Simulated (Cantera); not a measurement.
Feed: 1 mol SiH₂Cl₂, 4.7 mol NO, 28 mol N₂, held at 1873 K and 45.8 Torr.

These are equilibrium values from Cantera (NASA tables, ideal gas, pure condensed phases), not measurements of a reactor. Candidate condensed phases: H₂O, NH₄Cl, Si, SiO₂, Si₂N₂O, Si₃N₄; 47 gas species. The tables hold silica as quartz up to 1696 K and as liquid above; real silica turns to tridymite and cristobalite and melts near 1996 K. Equilibrium is a limit: real reactors are often held back by kinetics, nucleation or transport.

Q: What is the equilibrium state?

A: 
| Property | Value |
|---|---|
| x(N₂) | 0.895 |
| x(HCl) | 0.0409 |
| x(O₂) | 0.0340 |
| x(Cl) | 0.0180 |
| x(H₂O) | 0.00888 |
| x(NO) | 0.00226 |
| x(OH) | 0.000401 |
| x(O) | 0.000176 |
| x(Cl₂) | 0.000102 |
| n(SiO₂(condensed)) | 1.000 mol |
| gas amount | 33.86 mol |
| log10 activity of Si(l) (absent) | -13.36 |
